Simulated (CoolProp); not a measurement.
A single-stage vapour-compression cycle with isobutene: evaporating at 236.15 K (dew point), condensing at 306.15 K (bubble point), superheat 5 K, subcooling 0 K, compressor efficiency 0.7, no pressure losses. Each further row changes one setting.

Values from CoolProp's reference Helmholtz-energy equation of state, Lemmon 2005. It is a short technical equation, of lower accuracy than the large ones.

```tsv
case	cooling COP	pressure ratio	discharge temperature (K)	refrigerating effect (kJ/kg)	volumetric capacity (kJ/m³)
as stated	1.76	14.7	344.3	268	200
evaporating temperature 241.15 K	1.98	11.4	340.3	274	259
condensing temperature 301.15 K	1.96	12.7	338.6	280	209
subcooling 5 K	1.84	14.7	344.3	280	209
superheat 15 K	1.78	14.7	355.2	282	202
compressor efficiency 0.6	1.51	14.7	357.8	268	200
```
